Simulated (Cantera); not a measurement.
Feed: 1 mol CS₂, 0.078 mol H₂, held at 100 Torr.

Method: chemical equilibrium by Gibbs-energy minimisation in Cantera with the NASA 1993 tables (ideal gas, pure condensed phases). Candidate condensed phases: C, C₆H₆, C₇H₈, C₈H₁₈, S; 95 gas species. Ions and electrons are included (thermal ionisation). Kinetics and transport are ignored.

Problem. At 3227 °C, list the 6 most abundant gas species with their mole fractions, and the condensed phases.

Solution. CS 0.476, S 0.416, H 0.0681, S₂ 0.0293, CS₂ 0.00437, SH 0.00339. Condensed: gas only.
